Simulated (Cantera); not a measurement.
Charge: 1 mol CH3Cl, 0.91 mol F2, equilibrated at 13300 Pa.

Equilibrium computed with Cantera from the NASA thermochemical tables; the gas is ideal and each condensed phase is pure. Candidate condensed phases: C, C6H6, C7H8, C8H18; 118 gas species. The tables' values for CCl are old estimates; treat these amounts as uncertain. The numbers say what is thermodynamically allowed, not how fast it happens.

x: gas mole fraction; n: condensed amount in mol.

```json
[
 {"T (K)": "2175", "x HF": "0.619", "x HCl": "0.324", "x H": "0.00259", "x Cl": "0.0163", "x H2": "0.0375", "x C3": "1.09e-8", "x F": "3.38e-5", "n C(graphite)": "0.999"},
 {"T (K)": "2325", "x HF": "0.613", "x HCl": "0.305", "x H": "0.00625", "x Cl": "0.0318", "x H2": "0.0430", "x C3": "1.98e-7", "x F": "0.000114", "n C(graphite)": "0.999"},
 {"T (K)": "2475", "x HF": "0.604", "x HCl": "0.278", "x H": "0.0138", "x Cl": "0.0543", "x H2": "0.0498", "x C3": "2.52e-6", "x F": "0.000326", "n C(graphite)": "0.997"},
 {"T (K)": "2625", "x HF": "0.590", "x HCl": "0.242", "x H": "0.0276", "x Cl": "0.0828", "x H2": "0.0563", "x C3": "2.37e-5", "x F": "0.000824", "n C(graphite)": "0.993"},
 {"T (K)": "2775", "x HF": "0.571", "x HCl": "___", "x H": "___", "x Cl": "___", "x H2": "0.0600", "x C3": "___", "x F": "___", "n C(graphite)": "0.984"},
 {"T (K)": "2925", "x HF": "0.546", "x HCl": "0.154", "x H": "0.0829", "x Cl": "0.148", "x H2": "0.0589", "x C3": "0.00103", "x F": "0.00414", "n C(graphite)": "0.961"},
 {"T (K)": "3075", "x HF": "0.514", "x HCl": "___", "x H": "___", "x Cl": "___", "x H2": "___", "x C3": "___", "x F": "___", "n C(graphite)": "0.890"},
 {"T (K)": "3225", "x HF": "0.467", "x HCl": "0.0718", "x H": "0.167", "x Cl": "0.196", "x H2": "0.0413", "x C3": "0.0216", "x F": "0.0171", "n C(graphite)": "0.628"},
 {"T (K)": "3375", "x HF": "0.398", "x HCl": "0.0420", "x H": "0.206", "x Cl": "0.198", "x H2": "0.0292", "x C3": "0.0579", "x F": "0.0319", "n C(graphite)": "0"}
]
```

Q: Fill in the missing entries.

A: 
- 3075, x HCl: 0.110
- 3075, x H: 0.124
- 3075, x Cl: 0.177
- 3075, x H2: 0.0523
- 3075, x C3: 0.00510
- 3075, x F: 0.00859
- 2775, x HCl: 0.199
- 2775, x H: 0.0502
- 2775, x Cl: 0.115
- 2775, x C3: 0.000174
- 2775, x F: 0.00190
